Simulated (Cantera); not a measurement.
Input: 1 mol FeS₂, 0.26 mol O₂, equilibrated at 4.90 bar.

Cantera equilibrium calculation (NASA polynomials, part measured and part estimated; ideal gas, pure solids and liquids). Candidate condensed phases: Fe, FeO, FeS, FeSO₄, FeS₂, Fe₂O₃, Fe₂(SO₄)₃, Fe₃O₄, S; 12 gas species. FeS: taken at fixed stoichiometry. Gases not in the tables: S₃ to S₇. Kinetics and transport are ignored.

### Question
Which condensed phases are stable at each of these points (T (°C)): 327, 427, 527, 627, 727, 827, 927, 1027, 1127, 1227, 1327?

### Answer
```json
[
 {"T (°C)": "327", "condensed phases": "FeSO₄(s) + FeS₂(s)", "Fe condensed (%)": "100.0"},
 {"T (°C)": "427", "condensed phases": "FeSO₄(s) + FeS₂(s)", "Fe condensed (%)": "100.0"},
 {"T (°C)": "527", "condensed phases": "FeS₂(s) + Fe₃O₄(s)", "Fe condensed (%)": "100.0"},
 {"T (°C)": "627", "condensed phases": "FeS₂(s) + Fe₃O₄(s)", "Fe condensed (%)": "100.0"},
 {"T (°C)": "727", "condensed phases": "FeS(s) + FeS₂(s)", "Fe condensed (%)": "100.0"},
 {"T (°C)": "827", "condensed phases": "FeS(s)", "Fe condensed (%)": "100.0"},
 {"T (°C)": "927", "condensed phases": "FeS(s)", "Fe condensed (%)": "100.0"},
 {"T (°C)": "1027", "condensed phases": "FeS(s)", "Fe condensed (%)": "100.0"},
 {"T (°C)": "1127", "condensed phases": "FeS(s)", "Fe condensed (%)": "100.0"},
 {"T (°C)": "1227", "condensed phases": "FeS(l)", "Fe condensed (%)": "100.0"},
 {"T (°C)": "1327", "condensed phases": "FeS(l)", "Fe condensed (%)": "100.0"}
]
```

From 327 °C to 427 °C the condensed part is FeSO₄(s) + FeS₂(s). From 527 °C to 627 °C the condensed part is FeS₂(s) + Fe₃O₄(s). At 727 °C the condensed part is FeS(s) + FeS₂(s). From 827 °C to 1127 °C the condensed part is FeS(s). From 1227 °C to 1327 °C the condensed part is FeS(l).
